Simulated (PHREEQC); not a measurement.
Consider water at 25 °C with 0.52 mol/kgw H2SO4 and 0.048 mol/kgw K2SO4. Closed to the air; pH follows from the charge balance.

Computed with PHREEQC (ion-association model, wateq4f.dat).

Each row changes one thing in this solution. Precipitation was switched off in this run.

```
case                                             pH  ionic strength (mol/kgw)  HSO4- (mol/kgw)  K+ (mol/kgw)  SO4-2 (mol/kgw)  KSO4- (mol/kgw)
---------------------------------------------  ----  ------------------------  ---------------  ------------  ---------------  ---------------
as made                                        0.40                     0.663            0.515        0.0909           0.0474          0.00511
0.48 mol/kgw LiOH added                        0.90                     0.812            0.393        0.0847            0.122           0.0113
temperature from 25 to 55 °C                   0.42                     0.620            0.537        0.0917           0.0262                ?
0.028 mol/kgw NaCl added                       0.40                     0.692                ?        0.0909           0.0478                ?
H2SO4 replaced by Li2SO4 at the same molality  7.36                      1.27          3.41e-7        0.0730            0.353           0.0230
```

Question: Some entries are withheld; supply them.

Answer: 
- temperature from 25 to 55 °C, KSO4- (mol/kgw): 0.00434
- 0.028 mol/kgw NaCl added, HSO4- (mol/kgw): 0.514
- 0.028 mol/kgw NaCl added, KSO4- (mol/kgw): 0.00507

The ionic strength passes 0.7 mol/kgw, the rough limit of the ion-association models, in 0.48 mol/kgw LiOH added; H2SO4 replaced by Li2SO4 at the same molality. At this temperature some constants are extrapolated from 25 °C, and those without enthalpy data are left unchanged.
